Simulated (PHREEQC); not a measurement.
A solution holds 0.0055 mol ZnSO4, 0.01 mol H3AsO4 and 0.019 mol NaF per kg of water, at 25 °C. Closed to the air; pH follows from the charge balance.

The numbers come from PHREEQC with the ion-association model, wateq4f.dat.

```csv
quantity,before,after
pH,3.21,3.34
ionic strength (mol/kgw),0.0362,0.0357
H2AsO4- (mol/kgw),0.00908,0.00917
SO4-2 (mol/kgw),0.00407,0.00398
H3AsO4 (mol/kgw),0.000921,0.000828
HSO4- (mol/kgw),0.000145,0.000167
SI of Goslarite (ZnSO4:7H2O),-3.40,-3.59
SI of Zincite(c) (ZnO),-7.38,-6.14
```

Which change was made?
(A) NaF left out
(B) temperature from 25 to 20 °C
(C) NaF replaced by LiF at the same molality
(D) temperature from 25 to 45 °C

D, temperature from 25 to 45 °C

No solid was allowed to form. At this temperature some constants are extrapolated from 25 °C, and those without enthalpy data are left unchanged. The database has no arsenate complexes of Zn.
